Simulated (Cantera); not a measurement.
Feed: 1 mol Si, 0.89 mol Cl₂, 5.5 mol H₂, at 775 K and 2630 Torr.

Cantera equilibrium calculation (NASA polynomials, part measured and part estimated; ideal gas, pure solids and liquids). Candidate condensed phases: Si; 19 gas species. Equilibrium is a limit: real reactors are often held back by kinetics, nucleation or transport.

Base state: H₂ 0.911, SiHCl₃ 0.0431, SiCl₄ 0.0416, SiH₂Cl₂ 0.00344, HCl 0.000569, SiH₃Cl 6.23e-5 (mole fractions); condensed: Si(s).

Question: What changes in the equilibrium state with this change: temperature from 775 K to 500 K?

Answer: 
```csv
species,before,after
H₂,0.911,0.911
SiHCl₃,0.0431,0.0475
SiCl₄,0.0416,0.0392
SiH₂Cl₂,0.00344,0.00198
HCl,0.000569,1.20e-6
SiH₃Cl,6.23e-5,1.41e-5
"Si(s), mol",0.482,0.479
```

Question: What changes in the equilibrium state with this change: temperature from 775 K to 575 K?

Answer: 
```csv
species,before,after
H₂,0.911,0.911
SiHCl₃,0.0431,0.0463
SiCl₄,0.0416,0.0399
SiH₂Cl₂,0.00344,0.00248
HCl,0.000569,1.17e-5
SiH₃Cl,6.23e-5,2.52e-5
"Si(s), mol",0.482,0.480
```

Question: What changes in the equilibrium state with this change: Si replaced by SiCl₄?

Answer: 
```csv
species,before,after
H₂,0.911,0.624
HCl,0.000569,0.241
SiCl₄,0.0416,0.135
SiHCl₃,0.0431,0.000226
SiH₂Cl₂,0.00344,2.92e-8
SiH₃Cl,6.23e-5,<1e-9
"Si(s), mol",0.482,0
```
